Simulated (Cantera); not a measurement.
Feed: 1 mol Si, 0.0067 mol H2O, 840 mol N2, at 2025 K and 10.0 mbar.

Method: chemical equilibrium by Gibbs-energy minimisation in Cantera with the NASA 1993 tables (ideal gas, pure condensed phases). Candidate condensed phases: H2O, Si, SiO2, Si2N2O, Si3N4; 35 gas species. The tables' values for SiN are old estimates; treat these amounts as uncertain. The numbers say what is thermodynamically allowed, not how fast it happens.

Base state: N2 0.999, Si 0.00113, SiN 2.78e-5, H 1.47e-5 (mole fractions); condensed: gas only.

Problem. What changes in the equilibrium state with this change: H2O from 0.0067 to 1.8 mol?

Solution. 
| species | before | after |
|---|---|---|
| N2 | 0.999 | 0.996 |
| SiO | 7.97e-6 | 0.00118 |
| H2 | 5.84e-7 | 0.00100 |
| Si | 0.00113 | <1e-9 |
| H2O | <1e-9 | 0.000801 |
| NO | <1e-9 | 5.58e-5 |
| OH | <1e-9 | 5.09e-5 |
| SiN | 2.78e-5 | <1e-9 |

Problem. What changes in the equilibrium state with this change: Si replaced by SiC?

Solution. 
| species | before | after |
|---|---|---|
| N2 | 0.999 | 1.000 |
| Si | 0.00113 | 0.000350 |
| SiC2 | 0 | 1.62e-5 |
| SiN | 2.78e-5 | 8.58e-6 |
| Si2C | 0 | 1.06e-5 |
| H | 1.47e-5 | 8.22e-6 |
| C(graphite), mol | 0 | 0.275 |
| SiC(s), mol | 0 | 0.666 |
Further candidate phases: C, C6H6, C7H8, C8H18, SiC.
